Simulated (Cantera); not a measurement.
Charge: 1 mol PbO, 6 mol C, 14 mol H₂, equilibrated at 0.100 bar.

Equilibrium computed with Cantera from the NASA thermochemical tables; the gas is ideal and each condensed phase is pure. Candidate condensed phases: C, C₆H₆, C₇H₈, C₈H₁₈, H₂O, Pb, PbO, PbO₂, Pb₃O₄; 113 gas species. Kinetics and transport are ignored.

### Question
What share of the Pb ends up in condensed phases as a function of T (K), at 975, 1025, 1075, 1125, 1175, 1225, 1275, 1325, 1375, 1425, 1475, 1525?

### Answer
```
T (K)  Pb condensed (%)     as
-----  ----------------  -----
975                99.9  Pb(l)
1025               99.6  Pb(l)
1075               98.9  Pb(l)
1125               97.2  Pb(l)
1175               93.5  Pb(l)
1225               85.9  Pb(l)
1275               71.2  Pb(l)
1325               43.9  Pb(l)
1375                0.0      -
1425                0.0      -
1475                0.0      -
1525                0.0      -
```
